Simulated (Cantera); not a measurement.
Feed: 1 mol V, 1.2 mol NH3, 23 mol N2, 0.06 mol O2, equilibrated at 10.0 mbar.

Method: chemical equilibrium by Gibbs-energy minimisation in Cantera with the NASA 1993 tables (ideal gas, pure condensed phases). Candidate condensed phases: H2O, V, VN, VO, V2O3, V2O4, V2O5; 28 gas species. Mutual solubility and eutectic melting of coexisting phases are not modelled. VN, VO: taken at fixed stoichiometry. Condensed phases not in the tables: solid solutions among these carbides, nitrides and lower oxides, V2N, N, O or C dissolved in the metal. Rates play no part.

x: gas mole fraction; n: condensed amount in mol.

```json
[
 {"T (K)": "1750", "x N2": "0.928", "x H2": "0.0717", "x H": "0.000623", "x V": "2.32e-7", "x VO": "2.25e-6", "n VN(s)": "0.882", "n VO(s)": "0.118", "n V(s)": "0", "n VO(l)": "0", "n V(l)": "0"},
 {"T (K)": "1850", "x N2": "0.927", "x H2": "0.0713", "x H": "0.00144", "x V": "3.30e-6", "x VO": "1.56e-5", "n VN(s)": "0.882", "n VO(s)": "0.118", "n V(s)": "0", "n VO(l)": "0", "n V(l)": "0"},
 {"T (K)": "1950", "x N2": "0.926", "x H2": "0.0704", "x H": "0.00304", "x V": "3.55e-5", "x VO": "8.77e-5", "n VN(s)": "0.881", "n VO(s)": "0.115", "n V(s)": "0", "n VO(l)": "0", "n V(l)": "0"},
 {"T (K)": "2050", "x N2": "0.924", "x H2": "0.0688", "x H": "0.00595", "x V": "0.000301", "x VO": "0.000412", "n VN(s)": "0.875", "n VO(s)": "0.106", "n V(s)": "0", "n VO(l)": "0", "n V(l)": "0"},
 {"T (K)": "2150", "x N2": "0.921", "x H2": "0.0648", "x H": "0.0107", "x V": "0.00189", "x VO": "0.00146", "n VN(s)": "0", "n VO(s)": "0", "n V(s)": "0.836", "n VO(l)": "0.0751", "n V(l)": "0"},
 {"T (K)": "2250", "x N2": "0.911", "x H2": "0.0603", "x H": "?", "x V": "?", "x VO": "0.00398", "n VN(s)": "0", "n VO(s)": "0", "n V(s)": "0", "n VO(l)": "0", "n V(l)": "?"},
 {"T (K)": "2350", "x N2": "0.894", "x H2": "?", "x H": "?", "x V": "?", "x VO": "0.00426", "n VN(s)": "0", "n VO(s)": "0", "n V(s)": "0", "n VO(l)": "0", "n V(l)": "?"},
 {"T (K)": "2450", "x N2": "0.875", "x H2": "0.0453", "x H": "0.0428", "x V": "0.0327", "x VO": "0.00427", "n VN(s)": "0", "n VO(s)": "0", "n V(s)": "0", "n VO(l)": "0", "n V(l)": "0"}
]
```

Question: What belongs in the gaps?

Answer: 
- 2350, x H2: 0.0537
- 2350, x H: 0.0289
- 2350, x V: 0.0187
- 2350, n V(l): 0.392
- 2250, x H: 0.0182
- 2250, x V: 0.00634
- 2250, n V(l): 0.725
